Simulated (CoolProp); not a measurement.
Vapour pressure (MPa) of methane: the reference equation beside estimates from Tc = -82.6 °C, pc = 4.599 MPa, ω = 0.011. Clausius-Clapeyron is anchored at -130.85 °C with a constant enthalpy of vaporisation of 7.030 kJ/mol.

The numbers come from the reference Helmholtz-energy equation of state, Setzmann 1991 in CoolProp.

```tsv
T (°C)	reference	Clausius-Clapeyron	Peng-Robinson
-144.85	0.3312	0.3769	0.3331
-141.35	0.4086	0.4490	0.4110
-137.85	0.4986	0.5301	…
-134.35	0.6023	0.6205	0.6058
-130.85	0.7208	0.7208	…
-127.35	0.8555	0.8313	0.8610
-123.85	1.007	0.9524	1.014
-120.35	…	1.084	1.186
-116.85	…	1.227	1.378
-113.35	…	1.382	1.592
-109.85	1.813	1.548	1.828
-106.35	2.071	1.725	…
-102.85	2.354	1.915	2.373
-99.35	2.664	2.116	2.686
```

Q: Complete the blanks.

A: 
- -137.85, Peng-Robinson: 0.5015
- -130.85, Peng-Robinson: 0.7253
- -120.35, reference: 1.178
- -116.85, reference: 1.368
- -113.35, reference: 1.579
- -106.35, Peng-Robinson: 2.088

Absolute difference from the reference over all 14 rows, mean and median: Clausius-Clapeyron 10.2 and 10.1 %, Peng-Robinson 0.7 and 0.7 %.
